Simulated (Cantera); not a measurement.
## Thermodynamics of silicon carbide growth, feed SiCl4 + CH4 + H2

Feed: 1 mol SiCl4, 2.6 mol CH4, 26 mol H2, at 100000 Pa.

Cantera equilibrium calculation (NASA polynomials, part measured and part estimated; ideal gas, pure solids and liquids). Candidate condensed phases: C, C6H6, C7H8, C8H18, Si, SiC; 109 gas species. The tables' values for SiCl3 are old estimates; treat these amounts as uncertain. The numbers say what is thermodynamically allowed, not how fast it happens.

From 827 °C to 1427 °C the condensed part is C(graphite) + SiC(s). The main Si-bearing gas is SiCl4 at 827 °C and SiCl2 at 1427 °C. The share of Si in condensed phases is highest at 1227 °C (97.6 %) and lowest at 827 °C (62.6 %).

| T (°C) | x H2 | x HCl | x CH4 | x SiCl4 | x SiHCl3 | x SiCl2 | x SiCl3 | x H | n C(graphite) | n SiC(s) |
|---|---|---|---|---|---|---|---|---|---|---|
| 827 | 0.880 | 0.0802 | 0.0278 | 0.00996 | 0.00161 | 1.29e-5 | 9.60e-5 | 2.43e-8 | 1.09 | 0.626 |
| 927 | 0.880 | 0.103 | 0.0122 | 0.00408 | 0.000949 | 4.78e-5 | 0.000149 | 1.85e-7 | 1.37 | 0.829 |
| 1027 | 0.878 | 0.114 | 0.00606 | 0.00127 | 0.000446 | 0.000117 | 0.000159 | 1.04e-6 | 1.47 | 0.933 |
| 1127 | 0.878 | 0.118 | 0.00333 | 0.000374 | 0.000197 | 0.000224 | 0.000141 | 4.56e-6 | 1.52 | 0.969 |
| 1227 | 0.878 | 0.119 | 0.00198 | 0.000119 | 9.13e-5 | 0.000376 | 0.000119 | 1.65e-5 | 1.56 | 0.976 |
| 1327 | 0.879 | 0.119 | 0.00126 | 4.29e-5 | 4.58e-5 | 0.000582 | 0.000101 | 5.10e-5 | 1.58 | 0.974 |
| 1427 | 0.879 | 0.118 | 0.000847 | 1.73e-5 | 2.48e-5 | 0.000848 | 8.62e-5 | 0.000138 | 1.60 | 0.967 |
x: gas mole fraction; n: condensed amount in mol.
